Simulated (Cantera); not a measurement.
Feed: 1 mol CF4, equilibrated at 3.40 Pa.

These are equilibrium values from Cantera (NASA tables, ideal gas, pure condensed phases), not measurements of a reactor. Candidate condensed phases: C; 23 gas species. Ions and electrons are included (thermal ionisation). Gases not in the tables: C2F6 and larger saturated fluorocarbons. Rates play no part.

What share of the C ends up in condensed phases as a function of T (K), at 2000, 2500, 3000, 3500, 4000, 4500, 5000?


```
T (K)  C condensed (%)           as
-----  ---------------  -----------
2000              33.4  C(graphite)
2500              65.0  C(graphite)
3000               0.0            -
3500               0.0            -
4000               0.0            -
4500               0.0            -
5000               0.0            -
```
